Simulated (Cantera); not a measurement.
What does this Cantera script print?

```python
import numpy as np
import cantera as ct

gas = ct.Solution("h2o2.yaml")
gas.TPX = 350, 440000, {'H2': 1, 'O2': 0.667, 'N2': 2.51, 'H2O': 0.41}
flame = ct.FreeFlame(gas, width=0.014)
flame.set_refine_criteria(ratio=3, slope=0.08, curve=0.16)
flame.transport_model = "mixture-averaged"
flame.solve(loglevel=0, auto=True)
flame.transport_model = "multicomponent"
flame.soret_enabled = True
flame.solve(loglevel=0, refine_grid=True)
z, T = flame.grid, flame.T
thick = (T[-1] - T[0]) / np.gradient(T, z).max()
show = ['H2', 'O2', 'H2O', 'O', 'OH', 'H']
print(f"laminar burning velocity  {flame.velocity[0] * 100:.3f} cm/s")
print(f"burnt temperature         {T[-1]:.1f} K")
print(f"thermal thickness         {thick * 1e3:.4f} mm")
print(f"grid points               {len(z)}")
z0 = z[flame.heat_release_rate.argmax()]
print(f"{'z/mm':>9s}{'T/K':>9s}{'u/(m/s)':>9s}" + "".join(f"{s:>11s}" for s in show))
rows = []
for k in (-3, -2, -1.5, -1, -0.5, -0.25, 0, 0.25, 0.5, 1, 2, 4, 8):
    zz = z0 + k * thick
    rows.append([k * thick, np.interp(zz, z, T), np.interp(zz, z, flame.velocity),
                 *(np.interp(zz, z, flame.X[gas.species_index(s)]) for s in show)])
    print(f"{rows[-1][0] * 1e3:9.3f}{rows[-1][1]:9.1f}{rows[-1][2]:9.3f}" + "".join(f"{x:11.3e}" for x in rows[-1][3:]))
```

It prints:

```
laminar burning velocity  55.712 cm/s
burnt temperature         1898.6 K
thermal thickness         0.0979 mm
grid points               114
     z/mm      T/K  u/(m/s)         H2         O2        H2O          O         OH          H
   -0.294    350.3    0.555  2.142e-01  1.461e-01  8.984e-02  2.280e-11  8.239e-14  5.949e-16
   -0.196    353.0    0.552  2.021e-01  1.484e-01  9.140e-02  3.176e-10  3.116e-12  1.576e-14
   -0.147    361.1    0.554  1.851e-01  1.513e-01  9.395e-02  1.457e-09  4.999e-11  2.323e-13
   -0.098    409.3    0.604  1.480e-01  1.562e-01  1.030e-01  1.763e-08  2.665e-09  2.381e-11
   -0.049    722.9    1.025  9.083e-02  1.445e-01  1.488e-01  4.879e-06  7.772e-06  3.259e-06
   -0.024   1081.6    1.525  6.096e-02  1.187e-01  2.017e-01  1.500e-04  3.027e-04  3.046e-04
    0.000   1421.9    2.007  3.296e-02  8.702e-02  2.591e-01  9.150e-04  1.675e-03  1.648e-03
    0.024   1627.1    2.302  1.559e-02  6.517e-02  2.955e-01  1.501e-03  3.921e-03  2.226e-03
    0.049   1733.5    2.453  8.282e-03  5.556e-02  3.118e-01  1.437e-03  5.117e-03  1.672e-03
    0.098   1824.6    2.580  3.572e-03  4.996e-02  3.236e-01  8.555e-04  4.802e-03  6.571e-04
    0.196   1874.6    2.647  1.222e-03  4.815e-02  3.299e-01  3.069e-04  3.157e-03  1.352e-04
    0.391   1892.9    2.671  3.369e-04  4.787e-02  3.324e-01  9.220e-05  1.801e-03  2.086e-05
    0.783   1897.7    2.677  1.298e-04  4.792e-02  3.331e-01  4.056e-05  1.209e-03  5.639e-06
```

Computed with Cantera and the H2/O2 subset of GRI-Mech 3.0, which has no nitrogen chemistry. The hydrogen kinetics of GRI-Mech 3.0 are dated; newer H2 mechanisms differ, most at raised pressure. Burning velocities carry a grid error of a few per cent, more on coarse grids.
